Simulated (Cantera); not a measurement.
Feed: 1 mol Ta₂O₅, 250 mol H₂, 3.1 mol H₂O, equilibrated at 1898 K and 19.0 Pa.

Equilibrium computed with Cantera from the NASA thermochemical tables; the gas is ideal and each condensed phase is pure. Candidate condensed phases: H₂O, Ta, Ta₂O₅; 12 gas species. Kinetics and transport are ignored.

Base state: H₂ 0.933, H 0.0548, H₂O 0.0120, TaO₂ 0.000253, OH 5.75e-5 (mole fractions); condensed: Ta₂O₅(s).

Question: What changes in the equilibrium state with this change: temperature from 1898 K to 1098.15 K?

Answer: 
```tsv
species	before	after
H₂	0.933	0.988
H₂O	0.0120	0.0122
H	0.0548	1.79e-6
TaO₂	0.000253	<1e-9
OH	5.75e-5	<1e-9
Ta₂O₅(s), mol	0.966	1.00
```

Question: What changes in the equilibrium state with this change: pressure from 19.0 Pa to 1000 Pa?

Answer: 
| species | before | after |
|---|---|---|
| H₂ | 0.933 | 0.980 |
| H₂O | 0.0120 | 0.0122 |
| H | 0.0548 | 0.00774 |
| TaO₂ | 0.000253 | 4.89e-6 |
| OH | 5.75e-5 | 7.88e-6 |
| Ta₂O₅(s), mol | 0.966 | 0.999 |

Question: What changes in the equilibrium state with this change: temperature from 1898 K to 1823 K?

Answer: 
| species | before | after |
|---|---|---|
| H₂ | 0.933 | 0.957 |
| H | 0.0548 | 0.0308 |
| H₂O | 0.0120 | 0.0121 |
| TaO₂ | 0.000253 | 4.63e-5 |
| OH | 5.75e-5 | 2.70e-5 |
| Ta₂O₅(s), mol | 0.966 | 0.994 |
